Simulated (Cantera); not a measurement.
## Low-pressure radical oxidation in H2/O2

An isothermal, constant-pressure homogeneous reactor starts with H₂ : O₂ : N₂ : H₂O = 0.012 : 1 : 0.11 : 0.017 (molar parts), equivalence ratio 0.0060, at 1000 K and 20.0 Torr.

Detailed kinetics in Cantera: the H2/O2 subset of GRI-Mech 3.0, which has no nitrogen chemistry. Radical loss at walls, strong at low pressure, is not modelled.

```
t (s)         x H₂   x O₂       x H     x HO₂       x O
--------  --------  -----  --------  --------  --------
6.00e-6     0.0105  0.878  1.03e-12  1.08e-12    <1e-12
2.10e-5     0.0105  0.878  3.27e-12  3.79e-12    <1e-12
7.33e-5     0.0105  0.878  8.67e-12  1.34e-11  4.86e-12
0.000256    0.0105  0.878  1.98e-11  4.75e-11  3.86e-11
0.000896    0.0105  0.878  8.78e-11  1.76e-10  3.76e-10
0.00313     0.0105  0.878   6.35e-9   2.05e-9   3.34e-8
0.0110     0.00317  0.873   0.00113   8.63e-6   0.00357
0.0383     3.44e-5  0.876   4.98e-5   2.95e-6  0.000879
0.134      3.09e-6  0.877   1.56e-6   7.73e-7   8.87e-5
0.468      2.69e-7  0.877   5.37e-8   1.43e-7   9.29e-6
1.64       2.93e-8  0.877   2.86e-9   2.55e-8   1.31e-6
5.72       4.64e-9  0.877  2.35e-10   5.33e-9   2.48e-7
20.0      9.69e-10  0.877  2.56e-11   1.33e-9   5.66e-8
```
x: mole fraction; the columns are a selection and need not sum to one.

Equilibrium at this temperature and pressure: H₂ 1.47e-11, O₂ 0.877, H <1e-12, HO₂ 5.56e-10, O 9.08e-10 (gas phase only).
